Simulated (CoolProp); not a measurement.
A simple Rankine cycle with water: condensing at 303.15 K, boiler at 5.85 MPa, turbine inlet 697.1 K, turbine efficiency 0.65, pump efficiency 0.7, no recuperator. Each further row changes one setting.

Model: reference Helmholtz-energy equation of state, Wagner 2002, in CoolProp.

| case | thermal efficiency (%) | net work (kJ/kg) | heat in (kJ/kg) | turbine exit temperature (K) | volume ratio over the turbine |
|---|---|---|---|---|---|
| as stated | 25.5 | [?] | 3110 | 303.1 | 613 |
| turbine inlet 717.1 K | 25.7 | 811 | [?] | 303.1 | 598 |
| condensing temperature 295.15 K | 26.3 | 826 | 3140 | 295.1 | [?] |
| boiler pressure 4.09 MPa | [?] | 775 | 3140 | 303.1 | 427 |
| turbine efficiency 0.55 | [?] | 670 | 3110 | [?] | 652 |

Q: What belongs in the gaps?

A: 
- as stated, net work (kJ/kg): 793
- turbine inlet 717.1 K, heat in (kJ/kg): 3160
- condensing temperature 295.15 K, volume ratio over the turbine: 951
- boiler pressure 4.09 MPa, thermal efficiency (%): 24.7
- turbine efficiency 0.55, thermal efficiency (%): 21.6
- turbine efficiency 0.55, turbine exit temperature (K): 307.0

The expansion ends wet for: as stated; turbine inlet 717.1 K; condensing temperature 295.15 K; boiler pressure 4.09 MPa.
